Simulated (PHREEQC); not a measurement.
Solution (20 °C): 1.3 mmol/kgw Cu(NO3)2, 0.158 mmol/kgw H2SO4 and 0.83 mmol/kgw KCl. It is in equilibrium with CO2 at log p = -3.4 (atm). Otherwise closed; pH follows from the charge balance.

Computed with PHREEQC (ion-association model, wateq4f.dat).

Precipitation was switched off in this run.

**Question.** Predict the pH.

**Answer.** pH 3.53.

**Question.** In which forms is S present?

**Answer.** SO4-2 86 %, CuSO4 12 %, HSO4- 1.8 % of the S.
